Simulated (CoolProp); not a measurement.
Values from CoolProp's reference Helmholtz-energy equation of state, Aleksandrov 2011. It is a short technical equation, of lower accuracy than the large ones.

Q: Give the vapour pressure (bar), liquid cp (kJ/(kg K)), surface tension (mN/m) of saturated n-undecane at 443.5, 513.9 K.

A: 
```
T (K)  p (bar)  liquid cp (kJ/(kg K))  surface tension (mN/m)
-----  -------  ---------------------  ----------------------
443.5    0.520                   2.78                    11.6
513.9     2.72                   3.08                    6.45
```

Surface tension comes from a separate correlation (Mulero 2014).
